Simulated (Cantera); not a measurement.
An adiabatic, constant-pressure homogeneous reactor starts with CH₄ : O₂ : N₂ = 1 : 1.33 : 5.01 (molar parts), equivalence ratio 1.5, at 1125 K and 9.30 bar. Integrator tolerance rtol = 1e-08.

Detailed kinetics in Cantera: GRI-Mech 3.0 (53 species, 325 reactions).

Q: What does this change do: N2 5.01 to 10 parts?

A: 
```
quantity                                                              before                                      after
---------------------------------  -----------------------------------------  -----------------------------------------
time of steepest temperature rise                                    16.7 ms                                    31.3 ms
temperature at 2.00 s                                                 2533 K                                     2056 K
equilibrium temperature                                               2533 K                                     2056 K
x(CH₄) at 2.00 s                   5.47e-11 (gas-phase equilibrium 6.17e-11)  1.65e-10 (gas-phase equilibrium 1.84e-10)
x(O₂) at 2.00 s                      2.75e-5 (gas-phase equilibrium 2.75e-5)    9.10e-8 (gas-phase equilibrium 9.10e-8)
x(CH₂O) at 2.00 s                    2.56e-8 (gas-phase equilibrium 2.56e-8)    9.98e-9 (gas-phase equilibrium 9.98e-9)
x(NO) at 2.00 s                    0.000249 (gas-phase equilibrium 0.000249)    5.81e-6 (gas-phase equilibrium 5.81e-6)
x(CH₂CO) at 2.00 s                     <1e-12 (gas-phase equilibrium <1e-12)      <1e-12 (gas-phase equilibrium <1e-12)
x(C₂H) at 2.00 s                       <1e-12 (gas-phase equilibrium <1e-12)      <1e-12 (gas-phase equilibrium <1e-12)
x(H) at 2.00 s                       0.00262 (gas-phase equilibrium 0.00262)  0.000173 (gas-phase equilibrium 0.000173)
```

Q: What does this change do: initial temperature 1125 to 1098 K?

A: 
| quantity | before | after |
|---|---|---|
| time of steepest temperature rise | 16.7 ms | 24.2 ms |
| temperature at 2.00 s | 2533 K | 2511 K |
| equilibrium temperature | 2533 K | 2511 K |
| x(CH₄) at 2.00 s | 5.47e-11 (gas-phase equilibrium 6.17e-11) | 6.00e-11 (gas-phase equilibrium 6.76e-11) |
| x(O₂) at 2.00 s | 2.75e-5 (gas-phase equilibrium 2.75e-5) | 2.23e-5 (gas-phase equilibrium 2.23e-5) |
| x(CH₂O) at 2.00 s | 2.56e-8 (gas-phase equilibrium 2.56e-8) | 2.56e-8 (gas-phase equilibrium 2.56e-8) |
| x(NO) at 2.00 s | 0.000249 (gas-phase equilibrium 0.000249) | 0.000216 (gas-phase equilibrium 0.000216) |
| x(CH₂CO) at 2.00 s | <1e-12 (gas-phase equilibrium <1e-12) | <1e-12 (gas-phase equilibrium <1e-12) |
| x(C₂H) at 2.00 s | <1e-12 (gas-phase equilibrium <1e-12) | <1e-12 (gas-phase equilibrium <1e-12) |
| x(H) at 2.00 s | 0.00262 (gas-phase equilibrium 0.00262) | 0.00240 (gas-phase equilibrium 0.00240) |
